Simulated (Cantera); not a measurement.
Charge: 1 mol Nb, 4.2 mol O2, 0.44 mol NH3, at 1773.15 K and 13000 Pa.

Method: chemical equilibrium by Gibbs-energy minimisation in Cantera with the NASA 1993 tables (ideal gas, pure condensed phases). Candidate condensed phases: H2O, Nb, NbO, NbO2, Nb2O5; 27 gas species. Condensed phases not in the tables: the oxides between NbO2 and Nb2O5. Kinetics and transport are ignored.

Base state: O2 0.747, H2O 0.188, N2 0.0618, NO 0.00200, OH 0.00183, O 0.000225, H2 2.52e-5 (mole fractions); condensed: Nb2O5(s).

### Question
What changes in the equilibrium state with this change: pressure from 13000 Pa to 100000 Pa?

### Answer
```tsv
species	before	after
O2	0.747	0.747
H2O	0.188	0.188
N2	0.0618	0.0618
OH	0.00183	0.00110
NO2	3.63e-6	1.01e-5
O	0.000225	8.13e-5
H2	2.52e-5	9.09e-6
NO	0.00200	0.00200
Nb2O5(s), mol	0.500	0.500
```
